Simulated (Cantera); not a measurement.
**Thermodynamics of hydrogen reduction and annealing atmospheres, feed Al2O3 + H2 + H2O**

A closed system holds: 1 mol Al2O3, 12 mol H2, 0.052 mol H2O, held at 1400 K and 75.0 Torr.

Cantera equilibrium calculation (NASA polynomials, part measured and part estimated; ideal gas, pure solids and liquids). Candidate condensed phases: Al, Al2O3, H2O; 19 gas species. Kinetics and transport are ignored.

The x(H2) is 0.996 and the x(H2O) comes out as 0.00431. The x(H) is 1.53e-5, the n(Al2O3(s)) is 1.00 mol and the gas amount is 12.05 mol. The log10 activity of Al(l) (absent) is -9.87.
